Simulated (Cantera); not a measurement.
A Cantera script and its output.

```python
import numpy as np
import cantera as ct

gas = ct.Solution("gri30.yaml")
gas.TPX = 1300, 101325, {'CH4': 1, 'CO2': 0.61}
inlet = ct.Reservoir(gas, clone=True)

reactor = ct.IdealGasConstPressureReactor(gas, energy="off", clone=False)
exhaust = ct.Reservoir(gas, clone=True)
tau = [6.3, 1.9, 0.59, 0.18, 0.055, 0.017, 0.0051, 0.0015, 0.00047][0]
for a, b in ((inlet, reactor), (reactor, exhaust)):
    ct.MassFlowController(a, b, mdot=lambda t: reactor.mass / tau)
net = ct.ReactorNet([reactor])
show = ['CH4', 'CO2', 'C2H6', 'CH2', 'CH3', 'C2H']

rows = []
print(f"{'tau/s':>10s}{'T/K':>9s}" + "".join(f"{s:>11s}" for s in show))
for tau in [6.3, 1.9, 0.59, 0.18, 0.055, 0.017, 0.0051, 0.0015, 0.00047]:
    net.initial_time = 0.0
    net.advance(30 * tau)
    before = gas.X
    net.advance(40 * tau)
    drift = np.max(np.abs(gas.X - before) / (gas.X + 1e-9))
    rows.append([gas.T, *gas[show].X, drift])
    print(f"{tau:10.3e}{gas.T:9.1f}" + "".join(f"{x:11.3e}" for x in gas[show].X))
```

Result:

```
     tau/s      T/K        CH4        CO2       C2H6        CH2        CH3        C2H
 6.300e+00   1300.0  5.629e-01  3.580e-01  4.210e-04  1.145e-11  1.416e-05  8.614e-12
 1.900e+00   1300.0  6.022e-01  3.743e-01  5.293e-04  1.181e-11  1.564e-05  2.362e-12
 5.900e-01   1300.0  6.157e-01  3.780e-01  5.054e-04  1.117e-11  1.545e-05  3.713e-13
 1.800e-01   1300.0  6.197e-01  3.788e-01  3.310e-04  8.297e-12  1.336e-05  3.037e-14
 5.500e-02   1300.0  6.207e-01  3.789e-01  1.404e-04  5.171e-12  1.055e-05  2.022e-15
 1.700e-02   1300.0  6.210e-01  3.789e-01  4.547e-05  3.486e-12  8.664e-06  1.951e-16
 5.100e-03   1300.0  6.211e-01  3.789e-01  1.168e-05  2.484e-12  7.313e-06  2.441e-17
 1.500e-03   1300.0  6.211e-01  3.789e-01  1.902e-06  1.293e-12  5.274e-06  1.526e-18
 4.700e-04   1300.0  6.211e-01  3.789e-01  1.430e-07  3.050e-13  2.560e-06  1.473e-20
```

Detailed kinetics in Cantera: GRI-Mech 3.0 (53 species, 325 reactions). GRI-Mech 3.0 stops at C3 and has no aromatics, soot or wall deposition, so with more carbon than oxygen in the feed, carbon stays in small species such as C2H2 where larger ones or solid carbon would form.
